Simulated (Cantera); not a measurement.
C2F6 + Si + H2 (fluorocarbon and chlorocarbon gases)

A closed system holds: 1 mol C2F6, 0.95 mol Si, 3.3 mol H2, equilibrated at 0.0120 Torr.

Method: chemical equilibrium by Gibbs-energy minimisation in Cantera with the NASA 1993 tables (ideal gas, pure condensed phases). Candidate condensed phases: C, C6H6, C7H8, C8H18, Si, SiC; 113 gas species. The feed counts by its element totals alone. The tables' values for SiF3, SiF2 are old estimates; treat these amounts as uncertain. Rates play no part.

| T (K) | x HF | x H2 | x SiF4 | x SiF3 | n C(graphite) |
|---|---|---|---|---|---|
| 1150 | 0.411 | 0.411 | 0.178 | 4.91e-5 | 2.00 |
| 1175 | 0.411 | 0.411 | 0.177 | 8.59e-5 | 2.00 |
| 1200 | 0.411 | 0.411 | 0.177 | 0.000147 | 2.00 |
| 1225 | 0.411 | 0.411 | 0.177 | 0.000246 | 2.00 |
| 1250 | 0.412 | 0.411 | 0.177 | 0.000402 | 2.00 |
| 1275 | 0.412 | 0.411 | 0.177 | 0.000644 | 2.00 |
| 1300 | 0.412 | 0.410 | 0.176 | 0.00101 | 2.00 |
| 1325 | 0.412 | 0.410 | 0.176 | 0.00156 | 2.00 |
| 1350 | 0.413 | 0.409 | 0.175 | 0.00236 | 2.00 |
| 1375 | 0.414 | 0.408 | 0.174 | 0.00350 | 2.00 |
| 1400 | 0.415 | 0.407 | 0.172 | 0.00510 | 2.00 |
| 1425 | 0.417 | 0.405 | 0.169 | 0.00728 | 2.00 |
x: gas mole fraction; n: condensed amount in mol.

From 1150 K to 1425 K the condensed part is C(graphite). The main Si-bearing gas is SiF4 throughout.
